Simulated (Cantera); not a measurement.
Premixed flame

A freely propagating, adiabatic, planar premixed flame of H2 : O2 : N2 = 1 : 0.676 : 2.97 (molar parts), unburnt at 623 K and 2.17 atm; unity-Lewis-number transport, grid criteria slope 0.08 and curve 0.16, no radiation.

Detailed kinetics in Cantera: the H2/O2 subset of GRI-Mech 3.0, which has no nitrogen chemistry. The hydrogen kinetics of GRI-Mech 3.0 are dated; newer H2 mechanisms differ, most at raised pressure. Unity Lewis numbers drop preferential diffusion, which matters most where H2 and H carry the flame. Burning velocities carry a grid error of a few per cent, more on coarse grids.

```
z (mm)   T (K)  u (m/s)     x H2    x O2       x H       x O   x H2O2      x OH
-------  -----  -------  -------  ------  --------  --------  -------  --------
-0.385     623     3.85    0.215   0.146     <1e-8     <1e-8    <1e-8     <1e-8
-0.257     623     3.85    0.215   0.145     <1e-8     <1e-8  2.03e-8     <1e-8
-0.193     624     3.85    0.215   0.145     <1e-8   1.43e-8  1.25e-7     <1e-8
-0.128     628     3.88    0.215   0.145   4.16e-8   3.64e-7  1.08e-6   2.47e-8
-0.0642    715     4.39    0.205   0.140   9.29e-5   3.77e-5  1.20e-5   4.61e-5
-0.0321    982     5.92    0.167   0.122   0.00380  0.000701  1.67e-5  0.000787
0         1357     7.99   0.0881  0.0854    0.0213   0.00505  9.02e-6   0.00437
0.0321    1604     9.27   0.0363  0.0581    0.0281    0.0101  4.30e-6   0.00972
0.0642    1738     9.94   0.0230  0.0496    0.0224    0.0106  2.54e-6    0.0122
0.128     1878     10.6   0.0169  0.0457    0.0134   0.00824  1.40e-6    0.0131
0.257     2000     11.2   0.0116  0.0435   0.00651   0.00522  8.40e-7    0.0123
0.514     2093     11.6  0.00671  0.0421   0.00254   0.00282  5.46e-7    0.0102
1.03      2150     11.9  0.00327  0.0415  0.000808   0.00133  3.66e-7   0.00748
```
x: mole fraction of selected species; z is measured from the peak of heat release.

```yaml
laminar_burning_velocity: 385 cm/s
thermal_thickness: 0.128 mm
peak x(H): 0.0284
peak x(O): 0.0108
peak x(H2O2): 1.72e-5
peak x(OH): 0.0131
```
